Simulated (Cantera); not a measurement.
A Cantera script and its output.

```python
import numpy as np
import cantera as ct

gas = ct.Solution("h2o2.yaml")
gas.TPX = 1025, 13332, {'H2': 0.72, 'O2': 1, 'N2': 13}
inlet = ct.Reservoir(gas, clone=True)

reactor = ct.IdealGasConstPressureReactor(gas, energy="off", clone=False)
exhaust = ct.Reservoir(gas, clone=True)
tau = [3.1, 1.6, 0.85, 0.44, 0.23, 0.12, 0.065, 0.034, 0.018, 0.0094][0]
for a, b in ((inlet, reactor), (reactor, exhaust)):
    ct.MassFlowController(a, b, mdot=lambda t: reactor.mass / tau)
net = ct.ReactorNet([reactor])
show = ['H2', 'O2', 'H', 'HO2', 'O', 'H2O', 'H2O2']

rows = []
print(f"{'tau/s':>10s}{'T/K':>9s}" + "".join(f"{s:>11s}" for s in show))
for tau in [3.1, 1.6, 0.85, 0.44, 0.23, 0.12, 0.065, 0.034, 0.018, 0.0094]:
    net.initial_time = 0.0
    net.advance(30 * tau)
    before = gas.X
    net.advance(40 * tau)
    drift = np.max(np.abs(gas.X - before) / (gas.X + 1e-9))
    rows.append([gas.T, *gas[show].X, drift])
    print(f"{tau:10.3e}{gas.T:9.1f}" + "".join(f"{x:11.3e}" for x in gas[show].X))
```

Output:

```
     tau/s      T/K         H2         O2          H        HO2          O        H2O       H2O2
 3.100e+00   1025.0  1.530e-04  4.461e-02  9.822e-06  1.956e-06  3.369e-05  4.995e-02  2.192e-07
 1.600e+00   1025.0  2.313e-04  4.464e-02  1.898e-05  2.412e-06  5.208e-05  4.985e-02  2.547e-07
 8.500e-01   1025.0  3.406e-04  4.467e-02  3.559e-05  2.856e-06  7.835e-05  4.972e-02  2.868e-07
 4.400e-01   1025.0  5.052e-04  4.473e-02  6.830e-05  3.305e-06  1.187e-04  4.952e-02  3.171e-07
 2.300e-01   1025.0  7.390e-04  4.482e-02  1.293e-04  3.717e-06  1.770e-04  4.923e-02  3.429e-07
 1.200e-01   1025.0  1.075e-03  4.495e-02  2.439e-04  4.087e-06  2.613e-04  4.880e-02  3.639e-07
 6.500e-02   1025.0  1.523e-03  4.513e-02  4.401e-04  4.388e-06  3.735e-04  4.821e-02  3.783e-07
 3.400e-02   1025.0  2.193e-03  4.543e-02  8.103e-04  4.655e-06  5.385e-04  4.729e-02  3.868e-07
 1.800e-02   1025.0  3.129e-03  4.587e-02  1.445e-03  4.867e-06  7.602e-04  4.594e-02  3.875e-07
 9.400e-03   1025.0  4.488e-03  4.657e-02  2.520e-03  5.038e-06  1.059e-03  4.391e-02  3.804e-07
```

Detailed kinetics in Cantera: the H2/O2 subset of GRI-Mech 3.0, which has no nitrogen chemistry. Radical loss at walls, strong at low pressure, is not modelled. The temperature is held fixed by assumption; the heat of reaction is taken as removed at once.
